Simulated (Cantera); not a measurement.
Catalytic combustion on Pt

An isothermal plug-flow reactor at 875 K and 2.20 bar (inlet), inlet velocity 0.09 m/s, active area per volume 200 1/m; feed CO : O2 : N2 : H2O = 0.026 : 0.014 : 0.79 : 0.031 (molar parts).

Cantera simulation using Deutschmann's 1995 Pt surface mechanism with GRI-Mech 3.0 gas chemistry; the numbers are that mechanism's predictions, not measurements. Catalytic surfaces can have several steady states; this one follows from the mechanism file's or the stated starting coverage. Mass transfer to the wall is taken as infinitely fast.

```
z (m)       x CO     x O2   x H2O    x CO2  θ free Pt     θ O*     θ OH*    θ CO*
-------  -------  -------  ------  -------  ---------  -------  --------  -------
9.8e-05   0.0287   0.0155  0.0360  0.00148      0.157  0.00167  0.000337    0.841
0.00021   0.0271   0.0147  0.0361  0.00317      0.162  0.00168  0.000343    0.836
0.00045   0.0235   0.0129  0.0361  0.00681      0.172  0.00170  0.000357    0.825
0.00098   0.0155  0.00894  0.0363   0.0149      0.208  0.00178  0.000402    0.790
0.0021   2.93e-8  0.00118  0.0366   0.0307      0.227    0.764   0.00874  1.33e-7
0.0045    <1e-12  0.00118  0.0366   0.0307      0.227    0.764   0.00873   <1e-12
0.0098    <1e-12  0.00118  0.0366   0.0307      0.227    0.764   0.00873   <1e-12
```
x: gas mole fraction; θ: surface coverage.
